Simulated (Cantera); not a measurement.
N2O + SO2 (abatement and gas-phase synthesis)

Charge: 1 mol N2O, 0.16 mol SO2, equilibrated at 2773.15 K.

Method: chemical equilibrium by Gibbs-energy minimisation in Cantera with the NASA 1993 tables (ideal gas, pure condensed phases). Candidate condensed phases: S; 17 gas species. The ideal-gas law is rough above about 30 bar. Kinetics and transport are ignored.

```
P (Pa)    log p N2  log p O  log p O2  log p SO2  log p S  log p SO  log p NO
--------  --------  -------  --------  ---------  -------  --------  --------
10           -4.39    -4.30     -5.97      -7.31    -5.26     -5.96     -6.24
52           -3.65    -3.64     -4.66      -5.50    -4.75     -4.80     -5.21
280          -2.87    -3.06     -3.50      -4.09    -4.50     -3.97     -4.25
1400         -2.13    -2.61     -2.59      -3.10    -4.42     -3.43     -3.42
7600         -1.37    -2.19     -1.75      -2.23    -4.40     -2.99     -2.62
40000        -0.64    -1.80     -0.98      -1.45    -4.39     -2.60     -1.87
210000        0.08    -1.43     -0.24      -0.71    -4.39     -2.23     -1.14
1100000       0.81    -1.07      0.49       0.02    -4.38     -1.86     -0.41
5700000       1.52    -0.71      1.20       0.73    -4.39     -1.50      0.30
30000000      2.24    -0.35      1.93       1.46    -4.39     -1.14      1.03
```
log p: log10 of the partial pressure in bar; nothing condenses.

From 10.0 Pa to 300 bar nothing is condensed.
